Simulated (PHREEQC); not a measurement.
A solution holds 0.0035 mol H2SO4, 5.85e-05 mol CuSO4 and 0.0024 mol MgCl2 per kg of water, at 25 °C and 300 atm. Closed to the air; pH follows from the charge balance.

All values are PHREEQC results (ion-association model, phreeqc.dat), not measurements.

No solid was allowed to form.

Q: Order these Cu species by the share of Cu that they hold, largest first: Cu+2, CuSO4, CuCl+.

A: Cu+2 (86 %), CuSO4 (13 %), CuCl+ (0.66 %)

The pH is 2.25 and the ionic strength 0.0149 mol/kgw. Complexes and solids missing from the database can't appear. Under pressure, the constants of complexes without a molar volume in the database are unreliable.
